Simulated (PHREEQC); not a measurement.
Consider water at 25 °C with 1.4 mmol/kgw Al2(SO4)3, 13 mmol/kgw NiCl2 and 0.31 mmol/kgw HCl. Closed to the air; pH follows from the charge balance.

Equilibrium calculation in PHREEQC: ion-association model, wateq4f.dat.

**Question.** The ionic strength comes out as 0.0479 mol/kgw. What activity coefficients do Al(SO4)2-, Ni+2, AlOH+2, Al+3, HSO4- get?

**Answer.** Al(SO4)2- 0.82, Ni+2 0.46, AlOH+2 0.48, Al+3 0.25, HSO4- 0.82.

This is a speciation only: nothing precipitates in the calculation. Species that the database lacks are ignored.
